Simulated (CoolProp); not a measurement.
Oxygen at 298.15 K and 8.45 MPa flows at 0.15 m/s in a round tube of 6 mm bore and 0.25 µm roughness, fully developed (64/Re and Nu = 3.66 if laminar; Colebrook and Gnielinski if turbulent). Each further row changes one setting.

Model: reference Helmholtz-energy equation of state, Schmidt 1985, in CoolProp.

```csv
case,Reynolds number,Darcy friction factor,pressure drop (Pa/m),heat-transfer coefficient (W/(m² K)),mass flow (kg/h)
as stated,4540,[?],[?],[?],[?]
velocity 0.3 m/s,9080,0.0317,[?],[?],3.48
diameter 12 mm,9080,0.0317,3.39,[?],[?]
```

Q: Some entries are withheld; supply them.

A: 
- as stated, Darcy friction factor: 0.0385
- as stated, pressure drop (Pa/m): 8.23
- as stated, heat-transfer coefficient (W/(m² K)): 78.3
- as stated, mass flow (kg/h): 1.74
- velocity 0.3 m/s, pressure drop (Pa/m): 27.1
- velocity 0.3 m/s, heat-transfer coefficient (W/(m² K)): 145
- diameter 12 mm, heat-transfer coefficient (W/(m² K)): 72.6
- diameter 12 mm, mass flow (kg/h): 6.96

Viscosity comes from a separate model (Lemmon 2004). Thermal conductivity comes from a separate model (Lemmon 2004).
